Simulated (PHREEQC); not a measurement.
0.062 g of hydrous ferric oxide (600 m²/g; 0.2 weak and 0.005 strong sites per Fe, Dzombak-Morel constants, diffuse double layer) in 1 kg of water with 0.1 mol/kgw of an inert sodium salt and 4.5e-06 mol MnCl2 and 7.5e-06 mol CaCl2, at 25 °C; the pH is set by adding NaOH or the inert anion's acid. The system is closed to oxygen. No CO2 enters from the air. Precipitation was switched off in this run.

Equilibrium calculation in PHREEQC: ion-association model, wateq4f.dat.

**Question.** Predict Mn sorbed (%), surface charge σ (C/m²) at pH = 5.12, 5.88, 7, 9.62.

**Answer.** 
```csv
pH,Mn sorbed (%),surface charge σ (C/m²)
5.12,0.0,0.201
5.88,0.6,0.122
7,26.8,0.046
9.62,99.9,-0.058
```
